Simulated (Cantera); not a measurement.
What does this Cantera script print?

```python
import numpy as np
import cantera as ct

gas_names = """
    CL CLO CL2 H HCL HOCL HO2 H2 H2O H2O2 O OH O2 O3 Si SiCL SiCL2 SiCL3 SiCL4 SiH SiHCL3 SiH2 SiH2CL2
    SiH3 SiH3CL SiH4 SiO SiO2 Si2 Si3
""".split()
cond_names = """
    H2O(s) H2O(L) Si(cr) Si(L) SiO2(Lqz) SiO2(hqz) SiO2(L)
""".split()


# ... load() reads the species with a 1 bar reference pressure and builds the phases ...
atoms = {
    'SiH2Cl2': {'Si': 1, 'H': 2, 'CL': 2},
    'H2O': {'H': 2, 'O': 1},
    'H2': {'H': 2},
}
top_T = {}  # K; cautious upper limits of use, not melting points


# ... equilibrate(T, P, feed) seeds the gas with the atoms and calls Mixture.equilibrate('TP', solver="vcs", rtol=1e-11, max_steps=5000) ...
results = []
T = 1023.15  # K
P = 5  # Pa
for m in [0.58, 1, 1.9, 3.4, 6.1, 11, 20, 36]:
    feed = {'SiH2Cl2': 1, 'H2O': 3.5, 'H2': m}  # mol
    mix = equilibrate(T, P, feed)
    results.append((T, P, feed, dict(zip(mix.species_names, mix.species_moles))))

top = {s: max(r[3][s] / sum(r[3][g] for g in gas_names) for r in results) for s in gas_names}
cols = sorted((s for s in top if top[s] > 1e-05), key=lambda s: -top[s])[:6]
seen = [c for c in cond_names if any(r[3].get(c, 0) > 1e-12 for r in results)]
print("log10 of partial pressures in bar; condensed amounts in mol")
print(f"{'n(H2)':>10s}" + "".join(f"{s[:9]:>10s}" for s in cols + seen))
for T, P, feed, n in results:
    ng = sum(n[g] for g in gas_names)
    print(f"{feed['H2']:10.4g}" + "".join(f"{np.log10(max(n[s] / ng * P / 1e5, 1e-99)):10.3f}" for s in cols)
          + "".join(f"{n.get(c, 0):10.4g}" for c in seen))
```

Result:

```
log10 of partial pressures in bar; condensed amounts in mol
     n(H2)        H2       HCL       H2O SiO2(hqz)
      0.58    -4.673    -4.784    -4.909         1
         1    -4.637    -4.813    -4.938         1
       1.9    -4.579    -4.869    -4.994         1
       3.4    -4.518    -4.949    -5.074         1
       6.1    -4.457    -5.064    -5.189         1
        11    -4.405    -5.217    -5.342         1
        20    -4.365    -5.407    -5.531         1
        36    -4.339    -5.618    -5.743         1
```

Method: chemical equilibrium by Gibbs-energy minimisation in Cantera with the NASA 1993 tables (ideal gas, pure condensed phases).
